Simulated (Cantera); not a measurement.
Cantera run:

```python
import numpy as np
import cantera as ct

gas_names = """
    C6H6 H
""".split()
cond_names = """
    Ti(a) Ti(b) Ti(L) TiC(s) TiC(L)
""".split()


def load(file, names, dense=False):
    # The tables refer to 1 bar. Condensed volumes are neglected.
    table = {s.name: s for s in ct.Species.list_from_file(file)}
    out = []
    for n in names:
        d = dict(table[n].input_data)
        d["thermo"] = dict(d["thermo"], **{"reference-pressure": 1e5})
        if dense:
            d["equation-of-state"] = {"model": "constant-volume", "density": "1e6 g/cm^3"}
        out.append(ct.Species.from_dict(d))
    return out


species = {s.name: s for s in load("nasa_gas.yaml", gas_names) + load("nasa_condensed.yaml", cond_names)}
# Each term lists the table entries of one substance; the one whose range holds T is used.
reactions = {
    '6 Ti + C6H6(g) = 6 TiC + 6 H(g)':
        [(-6, ['Ti(a)', 'Ti(b)', 'Ti(L)']), (-1, ['C6H6']), (6, ['TiC(s)', 'TiC(L)']), (6, ['H'])],
}


def pick(names, T):
    return next(species[n] for n in names if species[n].thermo.min_temp <= T <= species[n].thermo.max_temp)


results = []
for label, terms in reactions.items():
    print(label)
    print("     T/K   dH/kJ  dS/(J/K)   dG/kJ   log10 K")
    for T in [300, 2248, 2273, 2298, 2323, 2348, 2373, 2398]:
        used = [(nu, pick(names, T)) for nu, names in terms]
        dH = sum(nu * s.thermo.h(T) for nu, s in used) / 1e6
        dS = sum(nu * s.thermo.s(T) for nu, s in used) / 1e3
        dG = dH - T * dS / 1e3
        logK = -dG * 1e6 / (ct.gas_constant * T * np.log(10))
        results.append((label, T, dH, dS, dG, logK, [s.name for _, s in used]))
        print(f"{T:8g} {dH:8.1f} {dS:8.1f} {dG:8.1f} {logK:8.2f}")
```

Output:

```
6 Ti + C6H6(g) = 6 TiC + 6 H(g)
     T/K   dH/kJ  dS/(J/K)   dG/kJ   log10 K
     300    120.6    380.7      6.4    -1.12
    2248     49.9    407.3   -865.8    20.12
    2273     48.7    406.8   -876.0    20.13
    2298     47.5    406.3   -886.2    20.14
    2323     46.3    405.8   -896.3    20.15
    2348     45.2    405.3   -906.5    20.17
    2373     44.1    404.8   -916.6    20.18
    2398     43.0    404.4   -926.7    20.19
```

Cantera with NASA thermochemical tables; ideal gases at 1 bar, condensed phases pure. TiC: taken at fixed stoichiometry. Condensed species are held in their standard states even where they would react or evaporate.
